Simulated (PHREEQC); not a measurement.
Solution (60 °C): 0.043 mol NaF per kg of water. Closed to the air; pH follows from the charge balance.

The numbers come from PHREEQC with the ion-association model, phreeqc.dat.

This is a speciation only: nothing precipitates in the calculation.

Predict the pH, specific conductance.

pH 7.50; specific conductance 7370 µS/cm.

In which forms is F present?

F- 98 %, NaF 1.6 % of the F.

Complexes and solids missing from the database can't appear. At this temperature some constants are extrapolated from 25 °C, and those without enthalpy data are left unchanged.
